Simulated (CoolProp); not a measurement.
A simple Rankine cycle with dimethyl carbonate: condensing at 314.15 K, boiler at 0.0945 MPa, turbine inlet 401.1 K, turbine efficiency 0.65, pump efficiency 0.7, no recuperator. Each further row changes one setting.

Computed with CoolProp (reference Helmholtz-energy equation of state, Zhou 2011).

```json
[
 {"case": "as stated", "thermal efficiency (%)": "7.7", "net work (kJ/kg)": "___", "heat in (kJ/kg)": "523", "turbine exit temperature (K)": "___", "volume ratio over the turbine": "___"},
 {"case": "turbine inlet 421.1 K", "thermal efficiency (%)": "7.7", "net work (kJ/kg)": "42.3", "heat in (kJ/kg)": "552", "turbine exit temperature (K)": "390.8", "volume ratio over the turbine": "5.66"},
 {"case": "condensing temperature 306.15 K", "thermal efficiency (%)": "8.9", "net work (kJ/kg)": "48.0", "heat in (kJ/kg)": "538", "turbine exit temperature (K)": "365.3", "volume ratio over the turbine": "8.09"},
 {"case": "boiler pressure 0.0662 MPa", "thermal efficiency (%)": "6.2", "net work (kJ/kg)": "32.7", "heat in (kJ/kg)": "523", "turbine exit temperature (K)": "377.1", "volume ratio over the turbine": "___"},
 {"case": "turbine efficiency 0.55", "thermal efficiency (%)": "6.5", "net work (kJ/kg)": "34.0", "heat in (kJ/kg)": "523", "turbine exit temperature (K)": "375.6", "volume ratio over the turbine": "5.72"}
]
```

Task: Fill in the missing entries.

Result: 
- as stated, net work (kJ/kg): 40.2
- as stated, turbine exit temperature (K): 371.1
- as stated, volume ratio over the turbine: 5.65
- boiler pressure 0.0662 MPa, volume ratio over the turbine: 4.00
